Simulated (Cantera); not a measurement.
Charge: 1 mol HF, 0.024 mol O₂, 1.6 mol N₂, held at 3073 K and 100 bar.

Method: chemical equilibrium by Gibbs-energy minimisation in Cantera with the NASA 1993 tables (ideal gas, pure condensed phases). Candidate condensed phases: H₂O; 40 gas species. The ideal-gas law is rough above about 30 bar. Kinetics and transport are ignored.

Base state: N₂ 0.605, HF 0.376, NO 0.00645, F 0.00448, O₂ 0.00420, H₂O 0.00154, O 0.000937, OH 0.000911 (mole fractions); condensed: gas only.

What changes in the equilibrium state with this change: HF replaced by SO₂?


```
species    before     after
-------  --------  --------
N₂          0.605     0.596
SO₂             0     0.351
SO              0    0.0241
HF          0.376         0
O₂        0.00420    0.0147
NO        0.00645    0.0120
F         0.00448         0
H₂O       0.00154         0
OH       0.000911         0
SO₃             0  0.000349
```
Further candidate phases: S.
